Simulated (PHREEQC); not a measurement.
Dissolve 0.003 mol HF and 0.0079 mol NH4F per kg of water at 45 °C. Closed to the air; pH follows from the charge balance.

Model: ion-association model, wateq4f.dat, run in PHREEQC.

```
quantity         before    after
--------------  -------  -------
pH                 3.77     3.80
HF2- (mol/kgw)  9.26e-5  2.29e-5
```

### Question
What was changed between the two runs?
(A) NH4F left out
(B) NH4F from 0.0079 to 0.00395 mol/kgw
(C) temperature from 45 to 40 °C
(D) diluted 2-fold with water
(E) HF replaced by (CH3)4NF at the same molality

### Answer
D, diluted 2-fold with water

This is a speciation only: nothing precipitates in the calculation. At this temperature some constants are extrapolated from 25 °C, and those without enthalpy data are left unchanged.
